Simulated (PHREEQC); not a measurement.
Dissolve 19 mmol/kgw HBF4 at 75 °C. Closed to the air; pH follows from the charge balance.

Computed with PHREEQC (ion-association model, phreeqc.dat).

```json
{
 "pH": "1.86",
 "ionic_strength": "0.0154 mol/kgw",
 "total_alkalinity": "-76.0 meq/kg"
}
```

| species | molality | activity | log γ |
|---|---|---|---|
| HF | 0.0171 | 0.0171 | 0.002 |
| H+ | 0.0154 | 0.0137 | -0.051 |
| BF4- | 0.0138 | 0.0120 | -0.060 |
| H3BO3 | 0.00397 | 0.00398 | 0.002 |
| BF3OH- | 0.000835 | 0.000727 | -0.060 |
| BF2(OH)2- | 0.000388 | 0.000338 | -0.060 |
| F- | 0.000360 | 0.000313 | -0.061 |
| HF2- | 2.67e-5 | 2.33e-5 | -0.060 |
| BF(OH)3- | 8.92e-7 | 7.77e-7 | -0.060 |

No solid was allowed to form. At this temperature some constants are extrapolated from 25 °C, and those without enthalpy data are left unchanged. Real BF4- forms and hydrolyses slowly; the run takes it at equilibrium.
